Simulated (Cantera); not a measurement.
Charge: 1 mol B2H6, 0.21 mol H2O, 140 mol N2, 8.7 mol NH3, held at 0.0100 bar.

Cantera equilibrium calculation (NASA polynomials, part measured and part estimated; ideal gas, pure solids and liquids). Candidate condensed phases: B, BN, B2O3, B3O3H3, H2O; 39 gas species. The feed counts by its element totals alone. The tables' values for BH2 are old estimates; treat these amounts as uncertain. The numbers say what is thermodynamically allowed, not how fast it happens.

log p: log10 of the partial pressure in bar; n: condensed amount in mol.

```tsv
T (°C)	log p N2	log p H2	log p H	log p B	log p BO	log p HBO	log p HBO2	n BN(s)	n B(s)
1175	-2.05	-2.99	-6.53	<-14	-7.77	-5.68	-5.39	1.88	0
1325	-2.05	-2.99	-5.77	…	-6.59	-5.17	-5.75	1.83	0
1475	-2.05	-3.00	-5.14	…	-5.86	-5.00	-6.56	1.80	0
1625	-2.05	-3.00	-4.61	…	-5.45	-5.05	-7.62	1.79	0
1775	-2.05	-3.01	-4.16	…	-5.19	-5.19	-8.73	1.79	0
1925	-2.05	-3.04	-3.77	…	-5.05	-5.40	-9.84	1.76	0
2075	-2.06	-3.09	-3.45	…	-4.99	-5.66	-10.92	0	1.43
```

Fill in the missing entries.


- 1325, log p B: -13.10
- 1475, log p B: -10.84
- 1625, log p B: -8.94
- 1775, log p B: -7.32
- 1925, log p B: -5.93
- 2075, log p B: -4.74
